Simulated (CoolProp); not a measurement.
Saturation properties of propylene (Tc = 364.2 K, pc = 4.555 MPa, ω = 0.146).

Values from CoolProp's reference Helmholtz-energy equation of state, Lemmon 2013.

```
T (K)  p (MPa)  vapour Z  liquid conductivity (mW/(m K))
-----  -------  --------  ------------------------------
258.6   0.3686    0.9111                             131
268.6   0.5087    0.8890                             126
278.5   0.6830    0.8639                             121
288.4   0.8979    0.8354                             116
298.4    1.162    0.8029                             111
308.3    1.475    0.7665                             106
318.3    1.849    0.7249                             101
328.2    2.284    0.6776                            95.4
338.1    2.791    0.6222                            89.9
348.1    3.385    0.5532                            84.2
358      4.068    0.4572                            79.9
```

It boils at 225.5 K under 1 atm.

Thermal conductivity comes from a separate model (Huber 2003), an estimate that may be off by 10 % or more.
